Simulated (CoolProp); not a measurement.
Nitrous oxide along the isotherm 460.4 K: density (kg/m³) from the reference equation and from simpler models built on Tc = 309.5 K, pc = 7.245 MPa, ω = 0.161; each cubic takes its own stable root.

Values from CoolProp's reference Helmholtz-energy equation of state, Lemmon 2006. It is a short technical equation, of lower accuracy than the large ones.

| p (MPa) | phase | reference |
|---|---|---|
| 2.01 | gas | 23.68 |
| 4.02 | gas | 48.52 |
| 6.04 | gas | 74.71 |
| 8.05 | supercritical | 102.0 |
| 10.1 | supercritical | 131.0 |
| 12.1 | supercritical | 160.5 |
| 14.1 | supercritical | 190.9 |
| 16.1 | supercritical | 221.9 |
| 18.1 | supercritical | 253.4 |

Q: How far does each simpler model (ideal gas, Soave-Redlich-Kwong, Peng-Robinson) lie from the reference over these 9 states: mean and median of the absolute difference, and the worst?

A: 
- ideal gas: mean 10.9 %, median 11.4 %, worst -17.9 % at 460.4 K and 18.1 MPa
- Soave-Redlich-Kwong: mean 2.4 %, median 2.1 %, worst -5.1 % at 460.4 K and 18.1 MPa
- Peng-Robinson: mean 0.6 %, median 0.6 %, worst +0.9 % at 460.4 K and 8.05 MPa
